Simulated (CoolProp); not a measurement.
Vapour-liquid equilibrium of dimethyl ether (1) + n-butane (2) at 0.578 bar; x and y are mole fractions of (1).

Computed with CoolProp (multi-fluid Helmholtz-energy mixture model, Wu 2011 and Bücker 2006; pair parameters Bell 2016).

Task: Give the bubble temperature and the first vapour's composition at x = 0.05, 0.65, 0.95. Is there an azeotrope?

Result: x = 0.05: 254.9 K, y = 0.190; x = 0.65: 238.9 K, y = 0.813; x = 0.95: 236.5 K, y = 0.965. No azeotrope shows between x = 0.05 and 0.95.

The pair parameters rest on a limited set of measurements; away from them the model extrapolates.
